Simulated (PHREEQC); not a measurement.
**Hard or scaling water (model solution)**

Make-up at 65 °C: 0.0008 mol/kgw Ca(HCO3)2 and 0.0096 mol/kgw Na2SO4. Closed to the air; pH follows from the charge balance.

All values are PHREEQC results (ion-association model, phreeqc.dat), not measurements.

| Item | Value |
|---|---|
| pH | 7.79 |
| ionic strength | 0.0290 mol/kgw |
| specific conductance | 4240 µS/cm |
| total alkalinity | 1.60 meq/kg |

| species | molality | activity | log γ |
|---|---|---|---|
| Na+ | 0.0187 | 0.0157 | -0.074 |
| SO4-2 | 0.00881 | 0.00448 | -0.294 |
| HCO3- | 0.00151 | 0.00128 | -0.072 |
| NaSO4- | 0.000521 | 0.000442 | -0.072 |
| Ca+2 | 0.000513 | 0.000264 | -0.288 |
| CaSO4 | 0.000272 | 0.000274 | 0.003 |
| CO2 | 4.07e-5 | 4.10e-5 | 0.003 |
| NaCO3- | 1.21e-5 | 1.01e-5 | -0.076 |
| CO3-2 | 1.13e-5 | 5.84e-6 | -0.287 |
| OH- | 9.34e-6 | 7.80e-6 | -0.078 |
| NaHCO3 | 9.23e-6 | 9.29e-6 | 0.003 |
| CaCO3 | 8.04e-6 | 8.10e-6 | 0.003 |
| CaHCO3+ | 6.90e-6 | 5.87e-6 | -0.070 |
| HSO4- | 2.25e-8 | 1.89e-8 | -0.076 |
| H+ | 1.86e-8 | 1.61e-8 | -0.062 |

Precipitation was switched off in this run. Complexes and solids missing from the database can't appear. Constants without temperature data keep their 25 °C values here.
